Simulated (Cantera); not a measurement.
Feed: 1 mol Hg, 1.2 mol O2, 0.5 mol H2, at 498.15 K and 1 atm.

Equilibrium computed with Cantera from the NASA thermochemical tables; the gas is ideal and each condensed phase is pure. Candidate condensed phases: H2O, Hg, HgO; 10 gas species. Equilibrium is a limit: real reactors are often held back by kinetics, nucleation or transport.

Base state: H2O 0.526, O2 0.474 (mole fractions); condensed: HgO(s).

What changes in the equilibrium state with this change: temperature from 498.15 K to 748 K?


```json
[
 {"species": "Hg", "before": "9.14e-6", "after": "0.408"},
 {"species": "O2", "before": "0.474", "after": "0.388"},
 {"species": "H2O", "before": "0.526", "after": "0.204"},
 {"species": "HgO(s), mol", "before": "1.000", "after": "0"}
]
```
